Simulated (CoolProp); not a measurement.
Values from CoolProp's reference Helmholtz-energy equation of state, Span 2003. It is a short technical equation, of lower accuracy than the large ones.

### Question
For n-heptane, give the phase and the cp (kJ/(kg K)), cv (kJ/(kg K)), viscosity (µPa s), Prandtl number at -29.75 °C and 1.01 bar; 316.45 °C and 1.01 bar.

### Answer
- -29.75 °C and 1.01 bar: liquid; cp 2.07, cv 1.61, viscosity 802, Prandtl number 11.9
- 316.45 °C and 1.01 bar: gas; cp 2.84, cv 2.75, viscosity 11.5, Prandtl number 0.739

Viscosity comes from a separate model (Michailidou 2014). Thermal conductivity comes from a separate model (Assael 2013).
